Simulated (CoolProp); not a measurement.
Ammonia at 298.15 K and 0.213 MPa flows at 0.44 m/s in a round tube of 2 mm bore and 45 µm roughness, fully developed (64/Re and Nu = 3.66 if laminar; Colebrook and Gnielinski if turbulent). Each further row changes one setting.

Model: reference Helmholtz-energy equation of state, Gao 2020, in CoolProp.

| case | Reynolds number | Darcy friction factor | pressure drop (Pa/m) | heat-transfer coefficient (W/(m² K)) | mass flow (kg/h) |
|---|---|---|---|---|---|
| as stated | 131 | 0.489 | 35.4 | 45.9 | 0.00745 |
| velocity 0.88 m/s | 262 | 0.244 | 70.8 | 45.9 | 0.0149 |
| diameter 4 mm | 262 | 0.244 | 8.85 | 22.9 | 0.0298 |

Viscosity comes from a separate model (Fenghour 1995). Thermal conductivity comes from a separate model (Tufeu 1984).
